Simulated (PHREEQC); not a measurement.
Dissolve 3.2 mol/kgw NaOH, 0.37 mol/kgw K2SO4 and 0.00071 mol/kgw H4SiO4 at 25 °C. Closed to the air; pH follows from the charge balance.

All values are PHREEQC results (Pitzer model, pitzer.dat), not measurements.

```csv
quantity,before,after
pH,14.58,14.10
H3SiO4- (mol/kgw),7.59e-7,2.10e-6
SI of Arcanite (K2SO4),-0.70,-1.44
SI of Glaserite (NaK3(SO4)2),-0.81,-2.25
```

Q: What was changed between the two runs?
(A) H4SiO4 from 0.00071 to 7.1e-05 mol/kgw
(B) diluted 2-fold with water
(C) H4SiO4 from 0.00071 to 0.000355 mol/kgw
(D) K2SO4 from 0.37 to 0.185 mol/kgw

A: B, diluted 2-fold with water

This is a speciation only: nothing precipitates in the calculation. In brines, pH and single-ion activities rest on the MacInnes convention.
